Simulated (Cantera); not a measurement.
Pyrogenic steam for wet oxidation

An isothermal, constant-pressure homogeneous reactor starts with H2 : O2 : N2 = 0.63 : 1 : 7.6 (molar parts), equivalence ratio 0.32, at 998 K and 0.450 bar.

Computed with Cantera and GRI-Mech 3.0 (53 species, 325 reactions). The temperature is held fixed by assumption; the heat of reaction is taken as removed at once.

```json
[
 {"t (s)": "7.00e-5", "x H2": "0.0683", "x O2": "0.108", "x HO2": "2.81e-10", "x O": "7.49e-11", "x H2O": "3.21e-10", "x H": "2.86e-10"},
 {"t (s)": "0.000256", "x H2": "0.0683", "x O2": "0.108", "x HO2": "2.10e-8", "x O": "8.78e-9", "x H2O": "6.01e-8", "x H": "3.15e-8"},
 {"t (s)": "0.000936", "x H2": "0.0152", "x O2": "0.0836", "x HO2": "3.48e-5", "x O": "0.00117", "x H2O": "0.0525", "x H": "0.00350"},
 {"t (s)": "0.00343", "x H2": "0.00132", "x O2": "0.0774", "x HO2": "1.58e-5", "x O": "3.36e-5", "x H2O": "0.0693", "x H": "9.75e-6"},
 {"t (s)": "0.0125", "x H2": "0.000445", "x O2": "0.0770", "x HO2": "7.80e-6", "x O": "5.51e-6", "x H2O": "0.0702", "x H": "7.80e-7"},
 {"t (s)": "0.0458", "x H2": "0.000130", "x O2": "0.0769", "x HO2": "3.12e-6", "x O": "9.87e-7", "x H2O": "0.0705", "x H": "8.43e-8"},
 {"t (s)": "0.168", "x H2": "2.07e-5", "x O2": "0.0768", "x HO2": "6.41e-7", "x O": "1.01e-7", "x H2O": "0.0706", "x H": "5.65e-9"},
 {"t (s)": "0.613", "x H2": "1.21e-6", "x O2": "0.0768", "x HO2": "4.33e-8", "x O": "5.77e-9", "x H2O": "0.0707", "x H": "1.46e-10"},
 {"t (s)": "2.24", "x H2": "1.13e-8", "x O2": "0.0768", "x HO2": "1.46e-9", "x O": "7.19e-10", "x H2O": "0.0707", "x H": "<1e-12"},
 {"t (s)": "8.20", "x H2": "7.09e-11", "x O2": "0.0768", "x HO2": "2.95e-10", "x O": "2.11e-10", "x H2O": "0.0707", "x H": "<1e-12"},
 {"t (s)": "30.0", "x H2": "3.67e-11", "x O2": "0.0768", "x HO2": "2.47e-10", "x O": "1.01e-10", "x H2O": "0.0707", "x H": "<1e-12"}
]
```
x: mole fraction; the columns are a selection and need not sum to one.

Equilibrium at this temperature and pressure: H2 3.15e-11, O2 0.0768, HO2 2.92e-10, O 6.15e-11, H2O 0.0707, H <1e-12 (gas phase only).
